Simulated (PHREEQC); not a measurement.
Consider water at 25 °C with 0.01 mol TMAH and 2.2e-05 mol H4SiO4 per kg of water. Closed to the air; pH follows from the charge balance.

Equilibrium calculation in PHREEQC: ion-association model, phreeqc.dat.

Precipitation was switched off in this run.

Task: Predict the pH.

Result: pH 11.95.

Task: In which forms is Si present?

Result: H3SiO4- 92 %, H2SiO4-2 7.5 %, H4SiO4 0.6 % of the Si.

(CH3)4N+ isn't in the database: it is added as a free cation with an ion size of 4 Å.
